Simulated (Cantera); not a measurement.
What does this Cantera script print?

```python
import numpy as np
import cantera as ct

gas_names = """
    H HNO HNO2 HNO3 HO2 H2 H2O H2O2 N NH NH2 NH3 NH2OH NO NO2 NO3 N2 N2H2 N2H4 N2O O OH O2 O3 Si SiH
    SiH2 SiH3 SiH4 SiN SiO SiO2 Si2 Si2N Si3
""".split()
cond_names = """
    H2O(s) H2O(L) Si(cr) Si(L) SiO2(Lqz) SiO2(hqz) SiO2(L) Si2N2O(s) Si3N4(a)
""".split()


# ... load() reads the species with a 1 bar reference pressure and builds the phases ...
atoms = {
    'SiH4': {'Si': 1, 'H': 4},
    'NO': {'N': 1, 'O': 1},
    'N2': {'N': 2},
}
top_T = {'Si2N2O(s)': 2100, 'Si3N4(a)': 2400}  # K; cautious upper limits of use, not melting points


# ... equilibrate(T, P, feed) seeds the gas with the atoms and calls Mixture.equilibrate('TP', solver="vcs", rtol=1e-11, max_steps=5000) ...
results = []
feed = {'SiH4': 1, 'NO': 1.9, 'N2': 3.5}  # mol
T = 600  # K
P = 100000  # Pa
mix = equilibrate(T, P, feed)
results.append((T, P, feed, dict(zip(mix.species_names, mix.species_moles))))
print(gas.report(threshold=1e-05))
for i in range(1, mix.n_phases):
    print(f"{mix.phase(i).name:16s} {mix.phase_moles(i):12.5e} mol")
```

Result:

```
       temperature   600 K
          pressure   1e+05 Pa
           density   0.40144 kg/m^3
  mean mol. weight   20.026 kg/kmol
   phase of matter   gas

                          1 kg             1 kmol
                     ---------------   ---------------
          enthalpy        4.3075e+05        8.6265e+06  J
   internal energy        1.8165e+05        3.6378e+06  J
           entropy            9937.4        1.9901e+05  J/K
    Gibbs function       -5.5317e+06       -1.1078e+08  J
 heat capacity c_p            1494.3             29925  J/K
 heat capacity c_v            1079.1             21610  J/K

                      mass frac. Y      mole frac. X     chem. pot. / RT
                     ---------------   ---------------   ---------------
                H2          0.030681           0.30478           -17.594
               NH3         0.0049435          0.005813           -38.445
                N2           0.96437           0.68941           -24.108
     [  +32 minor]        1.0239e-06        1.1382e-06

H2O(L)            0.00000e+00 mol
Si(cr)            0.00000e+00 mol
SiO2(Lqz)         9.33328e-01 mol
Si2N2O(s)         3.33358e-02 mol
Si3N4(a)          0.00000e+00 mol
```

Equilibrium computed with Cantera from the NASA thermochemical tables; the gas is ideal and each condensed phase is pure.
